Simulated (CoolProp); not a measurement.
Vapour-liquid equilibrium of benzene (1) + n-octane (2) at 505.7 K; x and y are mole fractions of (1).

Model: multi-fluid Helmholtz-energy mixture model, Thol 2012 and Beckmüller 2019; pair parameters Bell 2016, in CoolProp.

**Question.** Give the bubble pressure and the first vapour's composition at x = 0.25, 0.75, 0.85. Is there an azeotrope?

**Answer.** x = 0.25: 1.317 MPa, y = 0.384; x = 0.75: 2.014 MPa, y = 0.832; x = 0.85: 2.149 MPa, y = 0.901. No azeotrope shows between x = 0.05 and 0.95.

Pair parameters are fitted to limited data, so mixtures are less certain than the pure fluids.
